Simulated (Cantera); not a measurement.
Feed: 1 mol Si, 0.94 mol HCl, 4.1 mol H2, equilibrated at 1202 °C and 29000 Pa.

Equilibrium computed with Cantera from the NASA thermochemical tables; the gas is ideal and each condensed phase is pure. The tables' values for SiCl3 are old estimates; treat these amounts as uncertain. Kinetics and transport are ignored.

```tsv
species	before	after
H2	0.866	0.945
SiCl4	0.00263	0.0327
SiHCl3	0.00232	0.0215
HCl	0.0926	3.95e-5
SiCl2	0.0312	<1e-9
SiCl3	0.00491	1.30e-7
H	2.24e-5	<1e-9
SiH3Cl	1.31e-5	4.55e-6
SiH2Cl2	0.000323	0.000708
Si(s), mol	0.793	0.738
```
Gas species are given as mole fractions.

Problem. Which change was made?
A) pressure from 29000 Pa to 860000 Pa
B) temperature from 1202 °C to 327 °C
C) HCl from 0.94 to 0.7 mol
D) temperature from 1202 °C to 825 °C

Solution. B, temperature from 1202 °C to 327 °C
